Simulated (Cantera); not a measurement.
Input: 1 mol SiO₂, 1600 mol H₂, 1.1 mol H₂O, held at 13.3 mbar.

These are equilibrium values from Cantera (NASA tables, ideal gas, pure condensed phases), not measurements of a reactor. Candidate condensed phases: H₂O, Si, SiO₂; 18 gas species. The tables hold silica as quartz up to 1696 K and as liquid above; real silica turns to tridymite and cristobalite and melts near 1996 K. The numbers say what is thermodynamically allowed, not how fast it happens.

Q: Which condensed phases are stable at each of these points (T (°C)): 425, 525, 625, 725, 825, 925, 1025?

A: 
```tsv
T (°C)	condensed phases	Si condensed (%)
425	SiO₂(α-quartz)	100.0
525	SiO₂(α-quartz)	100.0
625	SiO₂(β-quartz)	100.0
725	SiO₂(β-quartz)	100.0
825	SiO₂(β-quartz)	100.0
925	SiO₂(β-quartz)	100.0
1025	SiO₂(β-quartz)	100.0
```

From 425 °C to 525 °C the condensed part is SiO₂(α-quartz). From 625 °C to 1025 °C the condensed part is SiO₂(β-quartz).
